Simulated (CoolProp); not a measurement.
Saturated liquid density (kg/m³) of CF4 (R14): the reference equation beside estimates from Tc = -45.8 °C, pc = 37.62 bar, ω = 0.178. Rackett uses Z = 0.29056 − 0.08775 ω.

The numbers come from the reference Helmholtz-energy equation of state, Platzer 1990 in CoolProp. This equation is an older, rougher fit; its heat capacities, sound speeds and derivatives of the liquid may be far off and weren't checked against measurements.

| T (°C) | reference | Rackett | Redlich-Kwong | Soave-Redlich-Kwong | Peng-Robinson |
|---|---|---|---|---|---|
| -141.35 | 1672 | 1746 | [?] | 1641 | 1852 |
| -131.25 | 1620 | 1692 | 1558 | 1589 | 1795 |
| -121.05 | 1565 | 1634 | 1496 | 1531 | 1732 |
| -110.95 | 1508 | 1573 | 1428 | 1467 | 1662 |
| -100.85 | [?] | 1507 | 1354 | 1395 | 1582 |
| -90.75 | [?] | [?] | 1271 | 1313 | 1490 |
| -80.65 | 1306 | 1357 | 1178 | 1219 | [?] |
| -70.55 | 1219 | 1265 | 1069 | 1107 | 1254 |
| -60.45 | 1110 | 1150 | 935.8 | [?] | 1091 |
| -50.35 | 937.1 | 973.1 | [?] | 764.7 | 851.0 |

### Question
Complete the blanks.

### Answer

- -141.35, Redlich-Kwong: 1614
- -100.85, reference: 1447
- -90.75, reference: 1380
- -90.75, Rackett: 1436
- -80.65, Peng-Robinson: 1383
- -60.45, Soave-Redlich-Kwong: 967.8
- -50.35, Redlich-Kwong: 746.3

Absolute difference from the reference over all 10 rows, mean and median: Rackett 4.1 and 4.1 %, Redlich-Kwong 8.9 and 7.2 %, Soave-Redlich-Kwong 6.4 and 4.2 %, Peng-Robinson 7.9 and 9.3 %.
